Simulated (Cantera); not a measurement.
Cantera with NASA thermochemical tables; ideal gases at 1 bar, condensed phases pure. Values are per mole of reaction as written; species without (g) are pure solids or liquids, kept so even where they would boil at 1 bar.

MgCO3 ⇌ MgO + O2(g) + C

| T (K) | ΔH° (kJ) | ΔS° (J/K) | ΔG° (kJ) | log10 K |
|---|---|---|---|---|
| 548 | … | … | … | … |
| 598 | 508.4 | 167.5 | 408.2 | -35.65 |
| 648 | 507.7 | 166.5 | 399.8 | -32.23 |
| 698 | 506.9 | 165.3 | 391.5 | -29.30 |
| 748 | … | … | … | … |
| 798 | 505.2 | 163.0 | 375.1 | -24.55 |
| 848 | … | … | … | … |
| 898 | … | … | … | … |

**Question.** Fill in the missing entries.

**Answer.** 
- 548, ΔH° (kJ): 508.9
- 548, ΔS° (J/K): 168.5
- 548, ΔG° (kJ): 416.6
- 548, log10 K: -39.71
- 748, ΔH° (kJ): 506.1
- 748, ΔS° (J/K): 164.2
- 748, ΔG° (kJ): 383.3
- 748, log10 K: -26.77
- 848, ΔH° (kJ): 504.2
- 848, ΔS° (J/K): 161.8
- 848, ΔG° (kJ): 367.0
- 848, log10 K: -22.61
- 898, ΔH° (kJ): 503.1
- 898, ΔS° (J/K): 160.6
- 898, ΔG° (kJ): 358.9
- 898, log10 K: -20.88
